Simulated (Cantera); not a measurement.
Mixture: CH4 : H2 : O2 : N2 = 1 : 0.032 : 1.34 : 6.85 (molar parts), at 1.01 bar, adiabatic and at constant pressure. Ignition delay is the time to a rise of 400 K.

Computed with Cantera and GRI-Mech 3.0 (53 species, 325 reactions).

Q: Predict: delay at 1175 K; delay at 1275 K; delay at 1375 K; delay at 1475 K; delay at 1575 K; delay at 1675 K; apparent activation energy between 1475 and 1675 K.

A: delay at 1175 K: 73.8 ms
delay at 1275 K: 20.3 ms
delay at 1375 K: 6.02 ms
delay at 1475 K: 1.98 ms
delay at 1575 K: 0.741 ms
delay at 1675 K: 0.320 ms
apparent activation energy between 1475 and 1675 K: 190 kJ/mol
